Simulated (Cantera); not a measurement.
Standard-state values (1 bar) from the NASA 1993 polynomials, evaluated with Cantera. Values are per mole of reaction as written; species without (g) are pure solids or liquids, kept so even where they would boil at 1 bar. VN: taken at fixed stoichiometry.

5 O₃(g) + 6 VN → 3 V₂O₅ + 6 N(g)

```tsv
T (K)	ΔH° (kJ)	ΔS° (J/K)	ΔG° (kJ)	log10 K
1625	-923.0	242.3	-1316.6	42.32
1650	-922.2	242.7	-1322.7	41.87
1675	-921.6	243.1	-1328.8	41.44
1700	-921.0	243.4	-1334.8	41.01
1725	-920.6	243.7	-1340.9	40.60
1750	[?]	[?]	[?]	[?]
1775	-920.0	244.0	-1353.1	39.82
1800	-919.9	244.1	-1359.2	39.44
1825	-919.8	244.1	-1365.3	39.08
1850	[?]	[?]	[?]	[?]
1875	-920.0	244.0	-1377.5	38.38
```

Question: Some entries are withheld; supply them.

Answer: 
- 1750, ΔH° (kJ): -920.2
- 1750, ΔS° (J/K): 243.9
- 1750, ΔG° (kJ): -1347.0
- 1750, log10 K: 40.21
- 1850, ΔH° (kJ): -919.9
- 1850, ΔS° (J/K): 244.1
- 1850, ΔG° (kJ): -1371.4
- 1850, log10 K: 38.72
